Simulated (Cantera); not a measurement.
Charge: 1 mol CuO, 0.51 mol CH4, 0.045 mol CO, at 2048 K and 21.0 Pa.

Method: chemical equilibrium by Gibbs-energy minimisation in Cantera with the NASA 1993 tables (ideal gas, pure condensed phases). Kinetics and transport are ignored.

```json
[
 {"species": "H", "before": "0.0685", "after": "0.403"},
 {"species": "Cu", "before": "0.373", "after": "0.271"},
 {"species": "CO", "before": "0.179", "after": "0.146"},
 {"species": "H2", "before": "0.197", "after": "0.0548"},
 {"species": "H2O", "before": "0.147", "after": "0.0115"},
 {"species": "O", "before": "0.00140", "after": "0.0844"},
 {"species": "CO2", "before": "0.0281", "after": "0.00492"},
 {"species": "OH", "before": "0.00557", "after": "0.0175"},
 {"species": "O2", "before": "0.000449", "after": "0.00726"},
 {"species": "Cu2", "before": "2.13e-5", "after": "1.40e-6"},
 {"species": "CuO", "before": "1.17e-5", "after": "2.42e-5"}
]
```
Gas species are given as mole fractions.

Question: What was changed between the two runs?
(A) temperature from 2048 K to 1498 K
(B) temperature from 2048 K to 2498.15 K
(C) temperature from 2048 K to 1950 K
(D) CH4 from 0.51 to 3.7 mol

Answer: B, temperature from 2048 K to 2498.15 K
